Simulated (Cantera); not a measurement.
Mixture: C2H4 : O2 : N2 : CO2 = 1 : 4.84 : 18.2 : 1 (molar parts), at 4.93 atm, adiabatic and at constant volume. Ignition delay is the time to a rise of 400 K.

Detailed kinetics in Cantera: GRI-Mech 3.0 (53 species, 325 reactions). GRI-Mech 3.0 was tuned for natural gas; its chemistry of ethylene as a main component is partial and can be far from experiment.

**Question.** What does this change do: 0.039 parts H2 added?

**Answer.** 
```csv
quantity,before,after
delay at 1200 K,0.754 ms,0.395 ms
delay at 1300 K,74.6 µs,52.3 µs
delay at 1400 K,19.6 µs,16.5 µs
delay at 1500 K,9.73 µs,8.82 µs
apparent activation energy between 1450 and 1550 K,110 kJ/mol,96 kJ/mol
```

**Question.** What does this change do: N2 18.2 to 32 parts?

**Answer.** 
| quantity | before | after |
|---|---|---|
| delay at 1200 K | 0.754 ms | 0.951 ms |
| delay at 1300 K | 74.6 µs | 87.7 µs |
| delay at 1400 K | 19.6 µs | 26.0 µs |
| delay at 1500 K | 9.73 µs | 13.6 µs |
| apparent activation energy between 1450 and 1550 K | 110 kJ/mol | 99 kJ/mol |
